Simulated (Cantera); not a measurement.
A perfectly stirred reactor is fed with CO : O2 : H2O : N2 = 0.016 : 0.063 : 0.023 : 1 (molar parts), equivalence ratio 0.13, at 1.18 atm; it is held at 1400 K, and followed from long to short residence time.

Model: GRI-Mech 3.0 (53 species, 325 reactions), integrated in Cantera.

Problem. Predict: x(CO) at τ = 5.80 s; x(O2) at τ = 5.80 s; x(H2O) at τ = 5.80 s; x(OH) at τ = 5.80 s; x(H2O2) at τ = 5.80 s; x(CO) at τ = 15.0 ms; x(O2) at τ = 15.0 ms; x(H2O) at τ = 15.0 ms; x(OH) at τ = 15.0 ms; x(H2O2) at τ = 15.0 ms.

Solution. 
```
Item                      Result
----------------------  --------
x(CO) at τ = 5.80 s      2.07e-5
x(O2) at τ = 5.80 s       0.0503
x(H2O) at τ = 5.80 s      0.0210
x(OH) at τ = 5.80 s      3.65e-5
x(H2O2) at τ = 5.80 s    7.22e-9
x(CO) at τ = 15.0 ms     0.00112
x(O2) at τ = 15.0 ms      0.0507
x(H2O) at τ = 15.0 ms     0.0208
x(OH) at τ = 15.0 ms    0.000239
x(H2O2) at τ = 15.0 ms   1.49e-7
```
